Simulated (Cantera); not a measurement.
An adiabatic, constant-pressure homogeneous reactor starts with CO : H2 : CH4 : O2 : N2 = 1 : 0.35 : 1.1 : 1.69 : 6.36 (molar parts), equivalence ratio 1.7, at 1350 K and 140000 Pa. Integrator tolerance rtol = 1e-08.

Computed with Cantera and GRI-Mech 3.0 (53 species, 325 reactions).

```
quantity                                                              before                                      after
---------------------------------  -----------------------------------------  -----------------------------------------
time of steepest temperature rise                                    1.28 ms                                    1.55 ms
temperature at 0.400 s                                                2640 K                                     2530 K
equilibrium temperature                                               2640 K                                     2530 K
x(CO) at 0.400 s                         0.143 (gas-phase equilibrium 0.143)        0.123 (gas-phase equilibrium 0.123)
x(H2) at 0.400 s                       0.0707 (gas-phase equilibrium 0.0707)      0.0626 (gas-phase equilibrium 0.0626)
x(CH4) at 0.400 s                  1.19e-12 (gas-phase equilibrium 1.37e-12)  1.24e-12 (gas-phase equilibrium 1.41e-12)
x(C2H6) at 0.400 s                     <1e-12 (gas-phase equilibrium <1e-12)      <1e-12 (gas-phase equilibrium <1e-12)
x(O) at 0.400 s                    0.000488 (gas-phase equilibrium 0.000488)  0.000179 (gas-phase equilibrium 0.000179)
```

What was changed between the two runs?
A) CO 1 to 0.52 parts
B) initial temperature 1350 to 973 K
C) N2 6.36 to 18 parts
D) N2 6.36 to 8 parts

D, N2 6.36 to 8 parts
